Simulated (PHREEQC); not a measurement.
PHREEQC input (ion-association model, phreeqc.dat):

```
SOLUTION_SPECIES
  CO3-2 + 10 H+ + 8 e- = CH4 + 3 H2O  # shut off: no methane
    -log_k -100
    -delta_h 0
    -analytic -100
SOLUTION 1
  temp 25
  units mol/kgw
  pH 7 charge
  C(4) 0.089
  K 0.178
END
SELECTED_OUTPUT 1
  -reset false
  -pH true
  -pe true
  -ionic_strength true
  -water true
  -totals C K C(-4) C(4) Sg
  -molalities H+ K+ CO3-2 OH- HCO3- CO2 (CO2)2
USER_PUNCH 1
  -headings p_H2Sg(g) phi_H2Sg(g) p_H2O(g) phi_H2O(g) density
  10 PUNCH PR_P("H2Sg(g)"), PR_PHI("H2Sg(g)"), PR_P("H2O(g)"), PR_PHI("H2O(g)"), RHO
PRINT
  -reset false
USE solution 1
REACTION_TEMPERATURE 1
  40
GAS_PHASE 1
  -fixed_pressure
  -pressure 1
  -temperature 40
  -volume 20
  H2Sg(g) 1
  H2O(g) 0
END
# ... the last block is repeated for the other 6 points of P (atm)
```

Selected output (columns that matter, 7 of 7 rows; P (atm) added in front):

```
P (atm)	pH	mu	C	K	Sg	m_H+	m_K+	m_OH-	m_HCO3-	p_H2Sg(g)	phi_H2Sg(g)	p_H2O(g)	phi_H2O(g)	density
1	6.8831	0.17818	0.089051	0.1781	0.16024	1.6404e-07	0.1781	3.1265e-07	0.074896	0.92709	0.99306	0.072914	0.99066	1.0014
2	6.6064	0.17812	0.08904	0.17808	0.23019	3.1016e-07	0.17808	1.6528e-07	0.065657	1.9265	0.9861	0.073518	0.98203	1.0013
3	6.4531	0.17809	0.089032	0.17806	0.29639	4.4147e-07	0.17806	1.1608e-07	0.059087	2.9259	0.97916	0.074137	0.97342	1.0012
5	6.2658	0.17806	0.089021	0.17804	0.42164	6.7942e-07	0.17804	7.538e-08	0.050009	4.9246	0.96534	0.075412	0.95625	1.001
7.5	6.1208	0.17804	0.089014	0.17803	0.56856	9.4879e-07	0.17803	5.3949e-08	0.042597	7.4229	0.94815	0.077078	0.93487	1.0009
10	6.0198	0.17803	0.08901	0.17802	0.70697	1.1973e-06	0.17802	4.2735e-08	0.037475	9.9212	0.93106	0.078827	0.91356	1.0008
15	5.8808	0.17802	0.08901	0.17802	0.96197	1.6485e-06	0.17802	3.1026e-08	0.030771	14.917	0.89712	0.0826	0.87106	1.0007
```

Species that the database lacks are ignored. Away from 25 °C the constants follow the database's enthalpies or fits; those with neither stay at their 25 °C values.
